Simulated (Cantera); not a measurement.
Feed: 1 mol borazine, 0.5 mol N₂, at 500 °C and 55.0 mbar.

Equilibrium computed with Cantera from the NASA thermochemical tables; the gas is ideal and each condensed phase is pure. Candidate condensed phases: B, BN; 15 gas species. The feed counts by its element totals alone. The numbers say what is thermodynamically allowed, not how fast it happens.

Problem. What is the equilibrium state?

Solution. 
| Item | Result |
|---|---|
| x(H₂) | 0.857 |
| x(N₂) | 0.143 |
| x(NH₃) | 6.52e-5 |
| n(BN(s)) | 3.00 mol |
| gas amount | 3.500 mol |
| log10 activity of B(s) (absent) | -11.30 |
